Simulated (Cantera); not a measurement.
Input (Python, Cantera):

```python
import numpy as np
import cantera as ct

surf = ct.Interface("ptcombust.yaml", "Pt_surf")
gas = surf.adjacent["gas"]
gas.TPX = 300, 47000, {'CH4': 0.052, 'O2': 0.15, 'N2': 0.79}
jet = ct.ImpingingJet(gas=gas, width=0.092, surface=surf)
jet.inlet.mdot, jet.inlet.T, jet.inlet.X = 0.18, 300, {'CH4': 0.052, 'O2': 0.15, 'N2': 0.79}
jet.set_refine_criteria(ratio=10, slope=0.2, curve=0.3)
show, cover = ['CH4', 'O2', 'H2O', 'OH', 'CO', 'CO2'], ["PT(S)", "H(S)", "O(S)", "OH(S)", "CO(S)", "C(S)"]

rows = []
print(f"{'Ts/K':>7s}" + "".join(f"{s:>11s}" for s in show + cover) + "   (gas at the wall, coverages)")
for i, Ts in enumerate([950, 1000, 1050, 1100, 1150, 1200]):
    jet.surface.T = Ts
    if i == 0:
        surf.TP = Ts, 47000
        surf.coverages = "PT(S):0.5, O(S):0.5"
        surf.advance_coverages(1.0)
        jet.set_initial_guess(products="inlet")
    jet.solve(loglevel=0, auto=(i == 0))
    rows.append([*(jet.X[gas.species_index(s), -1] for s in show), *surf[cover].coverages])
    print(f"{Ts:7g}" + "".join(f"{x:11.3e}" for x in rows[-1]))
```

It prints:

```
   Ts/K        CH4         O2        H2O         OH         CO        CO2      PT(S)       H(S)       O(S)      OH(S)      CO(S)       C(S)   (gas at the wall, coverages)
    950  1.757e-02  7.670e-02  6.495e-02  7.225e-08  7.728e-06  4.307e-02  1.969e-01  3.696e-07  7.994e-01  3.755e-03  1.916e-05  9.167e-08
   1000  1.077e-02  6.239e-02  7.729e-02  1.922e-07  6.476e-06  5.141e-02  2.663e-01  8.606e-07  7.299e-01  3.788e-03  1.293e-05  8.078e-08
   1050  7.077e-03  5.469e-02  8.388e-02  4.539e-07  5.669e-06  5.588e-02  3.355e-01  1.686e-06  6.609e-01  3.566e-03  8.535e-06  6.791e-08
   1100  4.983e-03  5.044e-02  8.748e-02  9.739e-07  5.231e-06  5.832e-02  4.027e-01  2.960e-06  5.940e-01  3.246e-03  5.758e-06  5.705e-08
   1150  3.705e-03  4.809e-02  8.946e-02  1.935e-06  5.110e-06  5.958e-02  4.670e-01  4.812e-06  5.301e-01  2.902e-03  4.015e-06  4.847e-08
   1200  2.609e-03  4.683e-02  9.079e-02  3.645e-06  6.823e-06  5.993e-02  5.275e-01  7.399e-06  4.699e-01  2.570e-03  2.892e-06  3.796e-08
```

Detailed kinetics in Cantera: Deutschmann's 1995 Pt surface mechanism with GRI-Mech 3.0 gas chemistry. Catalytic surfaces can have several steady states; this one follows from the mechanism file's or the stated starting coverage.
